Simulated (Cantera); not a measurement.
Input (Python, Cantera) and output of one run.

```python
import numpy as np
import cantera as ct

gas_names = """
    AL ALN AL2 N N2
""".split()
cond_names = """
    AL(cr) AL(L) ALN(s)
""".split()


# ... load() reads the species with a 1 bar reference pressure and builds the phases ...
atoms = {
    'AlN': {'AL': 1, 'N': 1},
    'N2': {'N': 2},
}
top_T = {'ALN(s)': 2750}  # K; cautious upper limits of use, not melting points


# ... equilibrate(T, P, feed) seeds the gas with the atoms and calls Mixture.equilibrate('TP', solver="vcs", rtol=1e-11, max_steps=5000) ...
results = []
feed = {'AlN': 1, 'N2': 0.034}  # mol
P = 180  # Pa
for T in [1848, 1898, 1948, 1998, 2048, 2098, 2148, 2198, 2248, 2298, 2348, 2398]:
    mix = equilibrate(T, P, feed)
    results.append((T, P, feed, dict(zip(mix.species_names, mix.species_moles))))
    x = sorted(zip(gas.X, gas.species_names), reverse=True)
    print(f"T = {T:g} K  P = {P:g} Pa  gas = {mix.phase_moles(0):.4g} mol")
    print("   x: " + "  ".join(f"{s} {v:.3e}" for v, s in x if v > 0.0001))
    print("   condensed (mol): " + ("  ".join(f"{mix.phase(i).name} {mix.phase_moles(i):.4g}"
          for i in range(1, mix.n_phases) if mix.phase_moles(i) > 1e-12) or "none"))
```

Output:

```
T = 1848 K  P = 180 Pa  gas = 0.03462 mol
   x: N2 9.881e-01  AL 1.188e-02
   condensed (mol): ALN(s) 0.9996
T = 1898 K  P = 180 Pa  gas = 0.03592 mol
   x: N2 9.644e-01  AL 3.555e-02
   condensed (mol): ALN(s) 0.9987
T = 1948 K  P = 180 Pa  gas = 0.04021 mol
   x: N2 8.970e-01  AL 1.030e-01
   condensed (mol): ALN(s) 0.9959
T = 1998 K  P = 180 Pa  gas = 0.06389 mol
   x: N2 6.881e-01  AL 3.118e-01
   condensed (mol): ALN(s) 0.9801
T = 2048 K  P = 180 Pa  gas = 1.534 mol
   x: AL 6.516e-01  N2 3.482e-01  AL2 1.827e-04
   condensed (mol): none
T = 2098 K  P = 180 Pa  gas = 1.534 mol
   x: AL 6.517e-01  N2 3.482e-01  AL2 1.434e-04
   condensed (mol): none
T = 2148 K  P = 180 Pa  gas = 1.534 mol
   x: AL 6.517e-01  N2 3.481e-01  AL2 1.138e-04
   condensed (mol): none
T = 2198 K  P = 180 Pa  gas = 1.534 mol
   x: AL 6.518e-01  N2 3.481e-01
   condensed (mol): none
T = 2248 K  P = 180 Pa  gas = 1.534 mol
   x: AL 6.518e-01  N2 3.481e-01
   condensed (mol): none
T = 2298 K  P = 180 Pa  gas = 1.534 mol
   x: AL 6.518e-01  N2 3.481e-01
   condensed (mol): none
T = 2348 K  P = 180 Pa  gas = 1.534 mol
   x: AL 6.518e-01  N2 3.481e-01
   condensed (mol): none
T = 2398 K  P = 180 Pa  gas = 1.534 mol
   x: AL 6.518e-01  N2 3.481e-01
   condensed (mol): none
```

Equilibrium computed with Cantera from the NASA thermochemical tables; the gas is ideal and each condensed phase is pure.
